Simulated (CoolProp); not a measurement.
Computed with CoolProp (reference Helmholtz-energy equation of state, Gao 2016).

Give the vapour pressure (MPa), liquid density (kg/m³), vapour density (kg/m³), enthalpy of vaporisation (kJ/kg) of saturated sulfur dioxide at 387.5 K.


| T (K) | p (MPa) | liquid density (kg/m³) | vapour density (kg/m³) | enthalpy of vaporisation (kJ/kg) |
|---|---|---|---|---|
| 387.5 | 3.70 | 1050 | 108 | 229 |
